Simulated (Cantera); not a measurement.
A closed system holds: 1 mol c-C4F8, 0.22 mol H2, held at 10.0 Torr.

Equilibrium computed with Cantera from the NASA thermochemical tables; the gas is ideal and each condensed phase is pure. Candidate condensed phases: C, C6H6, C7H8, C8H18; 95 gas species. The feed counts by its element totals alone. Gases not in the tables: C2F6 and larger saturated fluorocarbons. The numbers say what is thermodynamically allowed, not how fast it happens.

Q: Which condensed phases are stable at each of these points (T (K)): 2625, 2700, 2775, 2850, 2925, 3000, 3075, 3150, 3225?

A: 
```csv
T (K),condensed phases,C condensed (%)
2625,C(graphite),53.2
2700,C(graphite),59.6
2775,C(graphite),64.5
2850,C(graphite),66.8
2925,C(graphite),65.2
3000,C(graphite),56.8
3075,C(graphite),35.7
3150,gas only,0.0
3225,gas only,0.0
```

From 2625 K to 3075 K the condensed part is C(graphite). From 3150 K to 3225 K nothing is condensed.
